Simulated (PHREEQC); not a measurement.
Solution (60 °C): 0.03 mol/kgw HF, 0.26 mol/kgw NH4F and 2.4e-07 mol/kgw H4SiO4. It is in equilibrium with CO2 at log p = -1 (atm). Otherwise closed; pH follows from the charge balance.

All values are PHREEQC results (ion-association model, phreeqc.dat), not measurements.

```json
{
  "pH": "4.49",
  "ionic_strength": "0.260 mol/kgw",
  "activity_of_water": "0.991",
  "density": "0.988 g/cm³",
  "total_alkalinity": "-30.0 meq/kg"
}
```

```
species  molality  activity   log γ
-------  --------  --------  ------
NH4+        0.260     0.166  -0.195
F-          0.244     0.164  -0.174
HF2-       0.0154    0.0111  -0.142
HF         0.0146    0.0155   0.026
CO2       0.00155   0.00164   0.026
H+        4.15e-5   3.22e-5  -0.110
HCO3-     3.61e-5   2.59e-5  -0.145
NH3       2.50e-5   2.65e-5   0.026
SiF6-2    2.40e-7   6.02e-8  -0.601
(CO2)2    1.20e-7   1.28e-7   0.026
OH-       4.43e-9   2.97e-9  -0.174
```

Precipitation was switched off in this run. Complexes and solids missing from the database can't appear. At this temperature some constants are extrapolated from 25 °C, and those without enthalpy data are left unchanged. SiF6-2 is the database's only silicon fluoride.
